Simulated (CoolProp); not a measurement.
A closed Brayton cycle with carbon dioxide: compressor inlet 314.15 K and 8.5 MPa, high pressure 26.6 MPa, turbine inlet 915 K, compressor efficiency 0.85, turbine efficiency 0.9, recuperator effectiveness 0.95 (on enthalpy, no pinch check). Each further row changes one setting.

Values from CoolProp's reference Helmholtz-energy equation of state, Span 1996.

```json
[
 {"case": "as stated", "thermal efficiency (%)": "41.0", "net work (kJ/kg)": "120", "compressor to turbine work": "0.28", "compressor exit (K)": "389.0", "turbine exit (K)": "770.3"},
 {"case": "turbine inlet 865 K", "thermal efficiency (%)": "39.2", "net work (kJ/kg)": "110", "compressor to turbine work": "0.30", "compressor exit (K)": "389.0", "turbine exit (K)": "725.3"},
 {"case": "compressor inlet 324.15 K", "thermal efficiency (%)": "39.5", "net work (kJ/kg)": "107", "compressor to turbine work": "0.35", "compressor exit (K)": "417.3", "turbine exit (K)": "770.3"},
 {"case": "high pressure 22.6 MPa", "thermal efficiency (%)": "39.9", "net work (kJ/kg)": "106", "compressor to turbine work": "0.26", "compressor exit (K)": "378.0", "turbine exit (K)": "790.3"},
 {"case": "recuperator effectiveness 0.5", "thermal efficiency (%)": "24.3", "net work (kJ/kg)": "120", "compressor to turbine work": "0.28", "compressor exit (K)": "389.0", "turbine exit (K)": "770.3"}
]
```
